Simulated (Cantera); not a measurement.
## Stirred combustor or abatement burner

A perfectly stirred reactor is fed with 7.92 % CH4, 14.4 % O2, 77.7 % N2, equivalence ratio 1.1, at 14.8 atm; it is adiabatic with a 650 K inlet, and is followed from long to short residence time, starting on the burning branch (τ in s: 0.077, 0.027, 0.0098, 0.0035, 0.0012, 0.00045, 0.00016, 5.7e-05, 2e-05, 7.2e-06).

Computed with Cantera and GRI-Mech 3.0 (53 species, 325 reactions). The pressure lies above the range GRI-Mech 3.0 was tuned for (to about 10 atm).

```json
[
 {"τ (s)": "0.077", "T (K)": "2126", "x CH4": "1.96e-5", "x O2": "6.98e-5", "x CH2CO": "2.92e-8", "x N2O": "2.39e-8", "x C2H6": "6.87e-10", "x H": "0.000127", "x C2H2": "1.70e-7"},
 {"τ (s)": "0.027", "T (K)": "2124", "x CH4": "3.65e-5", "x O2": "0.000149", "x CH2CO": "7.74e-8", "x N2O": "3.46e-8", "x C2H6": "3.00e-9", "x H": "0.000160", "x C2H2": "5.81e-7"},
 {"τ (s)": "0.0098", "T (K)": "2121", "x CH4": "6.06e-5", "x O2": "0.000304", "x CH2CO": "1.90e-7", "x N2O": "5.42e-8", "x C2H6": "1.04e-8", "x H": "0.000211", "x C2H2": "1.50e-6"},
 {"τ (s)": "0.0035", "T (K)": "2115", "x CH4": "9.70e-5", "x O2": "0.000615", "x CH2CO": "4.44e-7", "x N2O": "8.94e-8", "x C2H6": "3.22e-8", "x H": "0.000290", "x C2H2": "3.31e-6"},
 {"τ (s)": "0.0012", "T (K)": "2104", "x CH4": "0.000163", "x O2": "0.00127", "x CH2CO": "1.03e-6", "x N2O": "1.47e-7", "x C2H6": "1.00e-7", "x H": "0.000408", "x C2H2": "7.02e-6"},
 {"τ (s)": "0.00045", "T (K)": "2086", "x CH4": "0.000292", "x O2": "0.00250", "x CH2CO": "2.34e-6", "x N2O": "2.15e-7", "x C2H6": "3.18e-7", "x H": "0.000538", "x C2H2": "1.52e-5"},
 {"τ (s)": "0.00016", "T (K)": "2045", "x CH4": "0.000712", "x O2": "0.00569", "x CH2CO": "7.61e-6", "x N2O": "2.65e-7", "x C2H6": "1.79e-6", "x H": "0.000611", "x C2H2": "4.86e-5"},
 {"τ (s)": "5.7e-5", "T (K)": "650", "x CH4": "0.0792", "x O2": "0.144", "x CH2CO": "<1e-12", "x N2O": "<1e-12", "x C2H6": "<1e-12", "x H": "<1e-12", "x C2H2": "<1e-12"},
 {"τ (s)": "2.0e-5", "T (K)": "650", "x CH4": "0.0792", "x O2": "0.144", "x CH2CO": "<1e-12", "x N2O": "<1e-12", "x C2H6": "<1e-12", "x H": "<1e-12", "x C2H2": "<1e-12"},
 {"τ (s)": "7.2e-6", "T (K)": "650", "x CH4": "0.0792", "x O2": "0.144", "x CH2CO": "<1e-12", "x N2O": "<1e-12", "x C2H6": "<1e-12", "x H": "<1e-12", "x C2H2": "<1e-12"}
]
```
x: mole fraction; the columns are a selection and need not sum to one.
